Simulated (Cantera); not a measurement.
Input: 1 mol Si3N4, 0.87 mol H2O, held at 0.00133 bar.

Method: chemical equilibrium by Gibbs-energy minimisation in Cantera with the NASA 1993 tables (ideal gas, pure condensed phases). Candidate condensed phases: H2O, Si, SiO2, Si2N2O, Si3N4; 35 gas species. Mutual solubility and eutectic melting of coexisting phases are not modelled. The numbers say what is thermodynamically allowed, not how fast it happens. All values below are at 1650 K.

Base state: N2 0.517, H2 0.463, SiO 0.0177, H 0.00169, Si 0.000201 (mole fractions); condensed: Si(s) + Si2N2O(s) + Si3N4(s).

**Question.** What changes in the equilibrium state with this change: Si3N4 replaced by AlN?

**Answer.** 
| species | before | after |
|---|---|---|
| H2 | 0.463 | 0.748 |
| N2 | 0.517 | 0.250 |
| H | 0.00169 | 0.00215 |
| SiO | 0.0177 | 0 |
| Al | 0 | 0.000262 |
| Si | 0.000201 | 0 |
| Al2O | 0 | 4.23e-5 |
| Si(s), mol | 1.00 | 0 |
| Si2N2O(s), mol | 0.837 | 0 |
| Si3N4(s), mol | 0.0967 | 0 |
| AlN(s), mol | 0 | 0.420 |
| Al2O3(s), mol | 0 | 0.290 |
Further candidate phases: Al, AlN, Al2O3.

**Question.** What changes in the equilibrium state with this change: pressure from 0.00133 bar to 0.00380 bar?

**Answer.** 
```
species           before    after
--------------  --------  -------
H2                 0.463    0.743
N2                 0.517    0.250
SiO               0.0177  0.00559
Si              0.000201  5.70e-5
H                0.00169  0.00127
Si(s), mol          1.00        0
Si2N2O(s), mol     0.837    0.863
Si3N4(s), mol     0.0967    0.422
```
